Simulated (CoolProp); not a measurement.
Vapour-liquid equilibrium of n-hexane (1) + m-xylene (2) at 1.5 bar; x and y are mole fractions of (1).

Computed with CoolProp (multi-fluid Helmholtz-energy mixture model, Thol 2019 and Zhou 2012; pair parameters Bell 2016).

Question: Give the bubble temperature and the first vapour's composition at x = 0.15, 0.45, 0.55. Is there an azeotrope?

Answer: x = 0.15: 403.8 K, y = 0.532; x = 0.45: 374.8 K, y = 0.870; x = 0.55: 369.5 K, y = 0.907. No azeotrope shows between x = 0.05 and 0.95.

The pair parameters rest on a limited set of measurements; away from them the model extrapolates.
